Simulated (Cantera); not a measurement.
## Hydrocarbon pyrolysis for carbon deposition

An isothermal, constant-pressure homogeneous reactor starts with CH4 : H2 = 1 : 68 (molar parts), at 1650 K and 0.360 bar.

Cantera simulation using GRI-Mech 3.0 (53 species, 325 reactions); the numbers are that mechanism's predictions, not measurements. GRI-Mech 3.0 stops at C3 and has no aromatics, soot or wall deposition, so with more carbon than oxygen in the feed, carbon stays in small species such as C2H2 where larger ones or solid carbon would form.

| t (s) | x CH4 | x H2 | x H | x CH3 | x C2H6 | x C2H |
|---|---|---|---|---|---|---|
| 2.00e-5 | 0.0145 | 0.986 | 1.30e-6 | 4.35e-7 | 4.07e-12 | <1e-12 |
| 4.55e-5 | 0.0145 | 0.986 | 3.01e-6 | 9.44e-7 | 4.10e-11 | <1e-12 |
| 0.000104 | 0.0145 | 0.986 | 6.89e-6 | 2.10e-6 | 4.24e-10 | <1e-12 |
| 0.000236 | 0.0145 | 0.985 | 1.57e-5 | 4.72e-6 | 4.16e-9 | <1e-12 |
| 0.000537 | 0.0145 | 0.985 | 3.51e-5 | 1.05e-5 | 3.39e-8 | <1e-12 |
| 0.00122 | 0.0145 | 0.985 | 7.42e-5 | 2.21e-5 | 1.82e-7 | <1e-12 |
| 0.00278 | 0.0144 | 0.985 | 0.000125 | 3.73e-5 | 4.87e-7 | <1e-12 |
| 0.00632 | 0.0144 | 0.985 | 0.000146 | 4.34e-5 | 6.29e-7 | 7.44e-12 |
| 0.0144 | 0.0143 | 0.985 | 0.000147 | 4.34e-5 | 6.29e-7 | 3.08e-11 |
| 0.0328 | 0.0142 | 0.986 | 0.000147 | 4.29e-5 | 6.16e-7 | 8.44e-11 |
| 0.0746 | 0.0138 | 0.986 | 0.000147 | 4.18e-5 | 5.87e-7 | 2.02e-10 |
| 0.170 | 0.0130 | 0.986 | 0.000148 | 3.95e-5 | 5.29e-7 | 4.46e-10 |
| 0.386 | 0.0116 | 0.987 | 0.000148 | 3.52e-5 | 4.30e-7 | 9.07e-10 |
| 0.879 | 0.00932 | 0.988 | 0.000149 | 2.86e-5 | 3.02e-7 | 1.62e-9 |
| 2.00 | 0.00683 | 0.989 | 0.000150 | 2.11e-5 | 1.93e-7 | 2.44e-9 |
x: mole fraction; the columns are a selection and need not sum to one.

Equilibrium at this temperature and pressure: CH4 0.00474, H2 0.990, H 0.000152, CH3 1.47e-5, C2H6 1.31e-7, C2H 3.13e-9 (gas phase only).
